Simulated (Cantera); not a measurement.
A diamond (100) surface in a fixed gas of H2 with x(CH4) = 0.015, x(CH3) = 0.00042, at 900 K, 27000 Pa; coverages are run to steady state.

Cantera simulation using the Harris–Goodwin 1993 mechanism for the reconstructed diamond (100) surface; the numbers are that mechanism's predictions, not measurements.

θ: site fractions in the mechanism's names (c6HH fully hydrogenated, c6H* and c6*H radical sites, c6** diradical, c6HM methylated).

```
x(H)     growth (µm/h)  θ c6HH   θ c6H*  θ c6*H   θ c6**   θ c6HM
-------  -------------  ------  -------  ------  -------  -------
0.0001            6.19   0.164  0.00224  0.0626        …    0.620
0.00024           11.8   0.272  0.00393   0.110        …    0.493
0.00058           19.4   0.408  0.00606   0.169        …    0.334
0.0014            26.4   0.531  0.00802   0.223        …    0.188
0.0034            31.2   0.614  0.00940   0.259        …   0.0915
0.0082            33.7   0.657   0.0103   0.278  0.00415   0.0410
0.02              35.0   0.677   0.0112   0.286  0.00438   0.0174
0.048             35.9   0.685   0.0127   0.288  0.00459  0.00741
0.12              37.4   0.689   0.0161   0.286  0.00495  0.00306
```

### Question
Fill in the missing entries.

### Answer

- 0.0001, θ c6**: 0.000401
- 0.00024, θ c6**: 0.00106
- 0.00058, θ c6**: 0.00207
- 0.0014, θ c6**: 0.00307
- 0.0034, θ c6**: 0.00377
